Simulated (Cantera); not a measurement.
A Cantera script and what it prints.

```python
import numpy as np
import cantera as ct

gas_names = """
    CL CL2 H HCL H2 Si SiCL SiCL2 SiCL3 SiCL4 SiH SiHCL3 SiH2 SiH2CL2 SiH3 SiH3CL SiH4 Si2 Si3
""".split()
cond_names = """
    Si(cr) Si(L)
""".split()


# ... load() reads the species with a 1 bar reference pressure and builds the phases ...
atoms = {
    'SiH2Cl2': {'Si': 1, 'H': 2, 'CL': 2},
    'HCl': {'H': 1, 'CL': 1},
    'H2': {'H': 2},
}
top_T = {}  # K; cautious upper limits of use, not melting points


# ... equilibrate(T, P, feed) seeds the gas with the atoms and calls Mixture.equilibrate('TP', solver="vcs", rtol=1e-11, max_steps=5000) ...
results = []
feed = {'SiH2Cl2': 1, 'HCl': 0.95, 'H2': 2}  # mol
T = 2025  # K
P = 4100  # Pa
mix = equilibrate(T, P, feed)
results.append((T, P, feed, dict(zip(mix.species_names, mix.species_moles))))
print(gas.report(threshold=1e-05))
for i in range(1, mix.n_phases):
    print(f"{mix.phase(i).name:16s} {mix.phase_moles(i):12.5e} mol")
```

Result:

```
       temperature   2025 K
          pressure   4100 Pa
           density   0.0067509 kg/m^3
  mean mol. weight   27.723 kg/kmol
   phase of matter   gas

                          1 kg             1 kmol
                     ---------------   ---------------
          enthalpy         4.983e+05        1.3814e+07  J
   internal energy       -1.0903e+05       -3.0226e+06  J
           entropy            9880.7        2.7392e+05  J/K
    Gibbs function        -1.951e+07       -5.4088e+08  J
 heat capacity c_p            1403.4             38908  J/K
 heat capacity c_v            1103.5             30593  J/K

                      mass frac. Y      mole frac. X     chem. pot. / RT
                     ---------------   ---------------   ---------------
                CL         0.0025328         0.0019807           -24.943
                 H        0.00026467         0.0072793           -11.624
               HCL           0.28266           0.21494           -36.567
                H2          0.042651           0.58651           -23.248
                Si         0.0014385         0.0014199           -5.9569
              SiCL         0.0048808         0.0021297             -30.9
             SiCL2            0.6543           0.18325           -55.843
             SiCL3          0.010638         0.0021937           -80.785
             SiCL4        0.00017817        2.9075e-05           -105.73
               SiH        0.00014794        0.00014097           -17.581
            SiHCL3        0.00015872        3.2487e-05           -92.409
              SiH2         7.781e-05        7.1662e-05           -29.205
               Si2         3.165e-05        1.5621e-05           -11.914
     [   +6 minor]        3.7685e-05         1.117e-05

Si(L)             5.71892e-02 mol
```

Method: chemical equilibrium by Gibbs-energy minimisation in Cantera with the NASA 1993 tables (ideal gas, pure condensed phases). The tables' values for SiCl3, SiCl are old estimates; treat these amounts as uncertain. Gases not in the tables: Si2H6 and higher silanes.
